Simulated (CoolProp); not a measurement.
Vapour-liquid equilibrium of acetone (1) + n-hexane (2) at 366.6 K; x and y are mole fractions of (1).

Values from CoolProp's multi-fluid Helmholtz-energy mixture model, Lemmon 2006 and Thol 2019; pair parameters Bell 2016.

```json
[
 {"x": "0.05", "bubble pressure (MPa)": "0.2456", "y at the bubble point": "0.182", "dew pressure at overall composition x (MPa)": "0.2169", "liquid density (mol/L)": "6.954"},
 {"x": "0.125", "bubble pressure (MPa)": "0.2867", "y at the bubble point": "0.333", "dew pressure at overall composition x (MPa)": "0.2325", "liquid density (mol/L)": "7.166"},
 {"x": "0.2", "bubble pressure (MPa)": "0.3145", "y at the bubble point": "0.422", "dew pressure at overall composition x (MPa)": "0.2500", "liquid density (mol/L)": "7.397"},
 {"x": "0.275", "bubble pressure (MPa)": "0.3332", "y at the bubble point": "0.481", "dew pressure at overall composition x (MPa)": "0.2698", "liquid density (mol/L)": "7.651"},
 {"x": "0.35", "bubble pressure (MPa)": "0.3460", "y at the bubble point": "0.524", "dew pressure at overall composition x (MPa)": "0.2917", "liquid density (mol/L)": "7.932"},
 {"x": "0.425", "bubble pressure (MPa)": "0.3548", "y at the bubble point": "0.560", "dew pressure at overall composition x (MPa)": "0.3154", "liquid density (mol/L)": "8.242"},
 {"x": "0.5", "bubble pressure (MPa)": "0.3607", "y at the bubble point": "0.591", "dew pressure at overall composition x (MPa)": "0.3391", "liquid density (mol/L)": "8.586"},
 {"x": "0.575", "bubble pressure (MPa)": "0.3644", "y at the bubble point": "0.622", "dew pressure at overall composition x (MPa)": "0.3579", "liquid density (mol/L)": "8.969"},
 {"x": "0.65", "bubble pressure (MPa)": "0.3659", "y at the bubble point": "0.655", "dew pressure at overall composition x (MPa)": "0.3658", "liquid density (mol/L)": "9.393"},
 {"x": "0.725", "bubble pressure (MPa)": "0.3648", "y at the bubble point": "0.693", "dew pressure at overall composition x (MPa)": "0.3621", "liquid density (mol/L)": "9.865"},
 {"x": "0.8", "bubble pressure (MPa)": "0.3602", "y at the bubble point": "0.742", "dew pressure at overall composition x (MPa)": "0.3517", "liquid density (mol/L)": "10.39"},
 {"x": "0.875", "bubble pressure (MPa)": "0.3503", "y at the bubble point": "0.808", "dew pressure at overall composition x (MPa)": "0.3381", "liquid density (mol/L)": "10.97"},
 {"x": "0.95", "bubble pressure (MPa)": "0.3323", "y at the bubble point": "0.905", "dew pressure at overall composition x (MPa)": "0.3234", "liquid density (mol/L)": "11.62"}
]
```

y crosses x between x = 0.65 and 0.725: the model has an azeotrope there.

The pair parameters rest on a limited set of measurements; away from them the model extrapolates.
